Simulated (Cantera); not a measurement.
Charge: 1 mol SiC, 0.81 mol O2, 37 mol N2, a varied amount of H2O, equilibrated at 1175 K and 14.0 Pa.

Cantera equilibrium calculation (NASA polynomials, part measured and part estimated; ideal gas, pure solids and liquids). Candidate condensed phases: C, C6H6, C7H8, C8H18, H2O, Si, SiC, SiO2, Si2N2O, Si3N4; 151 gas species. N2 is the only nitrogen source here; it is nearly inert below about 1500 K, so the nitride shown seldom forms there in practice. Mutual solubility and eutectic melting of coexisting phases are not modelled. The tables hold silica as quartz up to 1696 K and as liquid above; real silica turns to tridymite and cristobalite and melts near 1996 K. Kinetics and transport are ignored.

x: gas mole fraction; n: condensed amount in mol.

```
n(H2O) (mol)   x N2      x H2    x CO    x H2O    x CO2     x SiO  n SiO2(β-quartz)  n Si2N2O(s)
------------  -----  --------  ------  -------  -------  --------  ----------------  -----------
0.0041        0.973  0.000109  0.0266  1.77e-9  3.37e-7   4.27e-6            0.0827        0.459
0.0099        0.973  0.000264  0.0266  4.27e-9  3.37e-7   4.27e-6            0.0865        0.457
0.024         0.973  0.000639  0.0266  1.03e-8  3.37e-7   4.27e-6            0.0959        0.452
0.057         0.972   0.00152  0.0266  2.45e-8  3.36e-7   4.27e-6             0.118        0.441
0.14          0.970   0.00371  0.0265  6.00e-8  3.35e-7   4.27e-6             0.173        0.413
0.33          0.965   0.00869  0.0263  1.40e-7  3.32e-7   4.28e-6             0.300            ?
0.79          0.954    0.0205  0.0259  3.29e-7  3.26e-7   4.29e-6             0.607            ?
1.9           0.927    0.0385  0.0211  0.00912  0.00391  2.92e-10              1.00            ?
```

Task: Complete the blanks.

Result: 
- 0.33, n Si2N2O(s): 0.350
- 0.79, n Si2N2O(s): 0.197
- 1.9, n Si2N2O(s): 0
